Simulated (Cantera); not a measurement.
Feed: 1 mol NH3, 0.094 mol SO2, 0.58 mol H2, 1.8 mol O2, at 0.00133 bar.

Cantera equilibrium calculation (NASA polynomials, part measured and part estimated; ideal gas, pure solids and liquids). Candidate condensed phases: H2O, H2SO4, S; 35 gas species. The numbers say what is thermodynamically allowed, not how fast it happens. All values below are at 2250 K.

Base state: H2O 0.451, O2 0.193, N2 0.129, OH 0.0660, O 0.0443, H2 0.0436, H 0.0425, SO2 0.0232 (mole fractions); condensed: gas only.

### Question
What changes in the equilibrium state with this change: O2 from 1.8 to 0.16 mol?

### Answer
| species | before | after |
|---|---|---|
| H2 | 0.0436 | 0.500 |
| N2 | 0.129 | 0.173 |
| H | 0.0425 | 0.144 |
| H2O | 0.451 | 0.143 |
| O2 | 0.193 | 0.000148 |
| O | 0.0443 | 0.00123 |
| OH | 0.0660 | 0.00619 |
| SO | 0.00161 | 0.0136 |
| SO2 | 0.0232 | 0.00544 |
| S2 | 7.29e-9 | 0.000682 |
| H2S | 4.39e-8 | 0.000154 |
| SH | 2.09e-6 | 0.00216 |

### Question
What changes in the equilibrium state with this change: H2 from 0.58 to 13 mol?

### Answer
```json
[
 {"species": "H2", "before": "0.0436", "after": "0.584"},
 {"species": "H2O", "before": "0.451", "after": "0.214"},
 {"species": "H", "before": "0.0425", "after": "0.155"},
 {"species": "O2", "before": "0.193", "after": "0.000242"},
 {"species": "O", "before": "0.0443", "after": "0.00157"},
 {"species": "SO2", "before": "0.0232", "after": "0.00131"},
 {"species": "OH", "before": "0.0660", "after": "0.00856"},
 {"species": "N2", "before": "0.129", "after": "0.0303"},
 {"species": "S2", "before": "7.29e-9", "after": "1.47e-5"},
 {"species": "H2S", "before": "4.39e-8", "after": "2.64e-5"},
 {"species": "SH", "before": "2.09e-6", "after": "0.000343"},
 {"species": "NO", "before": "0.00547", "after": "9.39e-5"},
 {"species": "S", "before": "3.19e-5", "after": "0.00143"}
]
```
